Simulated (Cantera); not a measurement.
What does this Cantera script print?

```python
import numpy as np
import cantera as ct

gas = ct.Solution("gri30.yaml", transport_model="mixture-averaged")
show = ['C2H2', 'H2O', 'NH3']

rows = []
print(f"{'T/K':>7s}{'rho':>11s}{'cp':>10s}{'mu':>11s}{'lambda':>11s}{'Pr':>7s}" + "".join(f"{'D_' + s:>11s}" for s in show))
for T in [400, 650, 900, 1150, 1400, 1650, 1900]:
    gas.TPX = T, 19, {'NO': 0.45}
    Pr = gas.cp_mass * gas.viscosity / gas.thermal_conductivity
    D = [gas.mix_diff_coeffs_mole[gas.species_index(s)] for s in show]
    rows.append([gas.density, gas.cp_mass, gas.viscosity, gas.thermal_conductivity, Pr, *D])
    print(f"{T:7g}{gas.density:11.4e}{gas.cp_mass:10.1f}{gas.viscosity:11.4e}"
          f"{gas.thermal_conductivity:11.4e}{Pr:7.3f}" + "".join(f"{d:11.4e}" for d in D))
print("SI units: kg/m3, J/kg/K, Pa s, W/m/K, m2/s")
```

Output:

```
    T/K        rho        cp         mu     lambda     Pr     D_C2H2      D_H2O      D_NH3
    400 1.7142e-04     998.6 2.3120e-05 3.2415e-02  0.712 1.4723e-01 2.0847e-01 2.0127e-01
    650 1.0549e-04    1054.2 3.2312e-05 4.8223e-02  0.706 3.4340e-01 5.1207e-01 4.8753e-01
    900 7.6188e-05    1113.9 4.0086e-05 6.3038e-02  0.708 5.9730e-01 9.1257e-01 8.6271e-01
   1150 5.9625e-05    1153.1 4.7043e-05 7.6728e-02  0.707 9.0202e-01 1.3962e+00 1.3147e+00
   1400 4.8978e-05    1181.0 5.3449e-05 8.9432e-02  0.706 1.2532e+00 1.9543e+00 1.8359e+00
   1650 4.1557e-05    1202.5 5.9446e-05 1.0130e-01  0.706 1.6476e+00 2.5814e+00 2.4213e+00
   1900 3.6089e-05    1218.7 6.5123e-05 1.1247e-01  0.706 2.0829e+00 3.2732e+00 3.0672e+00
SI units: kg/m3, J/kg/K, Pa s, W/m/K, m2/s
```

Detailed kinetics in Cantera: GRI-Mech 3.0 (53 species, 325 reactions). The composition is frozen, though it would react at the higher temperatures.
